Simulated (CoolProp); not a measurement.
A simple Rankine cycle with R1336mzz(E): condensing at 307.15 K, boiler at 0.77 MPa, turbine inlet 346.6 K, turbine efficiency 0.8, pump efficiency 0.7, no recuperator. Each further row changes one setting.

Model: reference Helmholtz-energy equation of state, Akasaka 2023, in CoolProp.

| case | thermal efficiency (%) | net work (kJ/kg) | heat in (kJ/kg) | turbine exit temperature (K) | volume ratio over the turbine |
|---|---|---|---|---|---|
| as stated | 7.3 | 12.0 | 165 | 322.2 | 3.15 |
| turbine inlet 366.6 K | 7.2 | 13.2 | 184 | 343.0 | 3.05 |
| condensing temperature 299.15 K | 8.7 | 15.1 | 174 | 317.1 | 4.13 |
| boiler pressure 0.539 MPa | 5.0 | 8.54 | 169 | 331.5 | 2.10 |
| turbine efficiency 0.7 | 6.3 | 10.4 | 165 | 323.9 | 3.17 |
